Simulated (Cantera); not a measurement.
An isothermal, constant-pressure homogeneous reactor starts with N₂O : H₂O = 1 : 0.018 (molar parts), at 1250 K and 4100 Pa.

Computed with Cantera and GRI-Mech 3.0 (53 species, 325 reactions). GRI-Mech 3.0 was tuned for natural gas; its chemistry of N2O as a main component is partial and can be far from experiment. Radical loss at walls, strong at low pressure, is not modelled. The mechanism lacks the step 2 NO + O2 → 2 NO2, which can matter for NO2 below about 1400 K. The temperature is held fixed by assumption; the heat of reaction is taken as removed at once.

Task: Predict: x(N₂O) at 6.00 s; x(H₂O) at 6.00 s; x(OH) at 6.00 s; x(H) at 6.00 s; x(HO₂) at 6.00 s; x(H₂) at 6.00 s.

Result: 
| Item | Value |
|---|---|
| x(N₂O) at 6.00 s | 0.562 (gas-phase equilibrium 4.09e-9) |
| x(H₂O) at 6.00 s | 0.0152 (gas-phase equilibrium 0.0119) |
| x(OH) at 6.00 s | 2.31e-5 (gas-phase equilibrium 4.94e-6) |
| x(H) at 6.00 s | 5.29e-9 (gas-phase equilibrium 1.43e-10) |
| x(HO₂) at 6.00 s | 1.44e-7 (gas-phase equilibrium 4.96e-9) |
| x(H₂) at 6.00 s | 3.66e-8 (gas-phase equilibrium 3.54e-9) |
